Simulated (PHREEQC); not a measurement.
Dissolve 0.28 mol/kgw NaOH and 8.1e-06 mol/kgw H4SiO4 at 25 °C. Closed to the air; pH follows from the charge balance.

The numbers come from PHREEQC with the Pitzer model, pitzer.dat.

Each row changes one thing in this solution. Precipitation was switched off in this run.

```tsv
case	pH	H3SiO4- (mol/kgw)	H4SiO4 (mol/kgw)	SI of SiO2(a) (SiO2)
as made	13.30	1.12e-6	2.34e-10	-6.95
temperature from 25 to 75 °C	11.98	1.63e-6	1.88e-9	?
NaOH left out	6.97	?	8.09e-6	-2.43
H4SiO4 replaced by K2SiO3 at the same molality	13.30	1.12e-6	2.34e-10	-6.95
H4SiO4 from 8.1e-06 to 7.29e-06 mol/kgw	13.30	1.01e-6	?	-6.99
NaOH from 0.28 to 0.308 mol/kgw	13.34	9.87e-7	1.85e-10	?
```

What belongs in the gaps?


- temperature from 25 to 75 °C, SI of SiO2(a) (SiO2): -6.40
- NaOH left out, H3SiO4- (mol/kgw): 1.12e-8
- H4SiO4 from 8.1e-06 to 7.29e-06 mol/kgw, H4SiO4 (mol/kgw): 2.11e-10
- NaOH from 0.28 to 0.308 mol/kgw, SI of SiO2(a) (SiO2): -7.05

Away from 25 °C the constants follow the database's enthalpies or fits; those with neither stay at their 25 °C values.
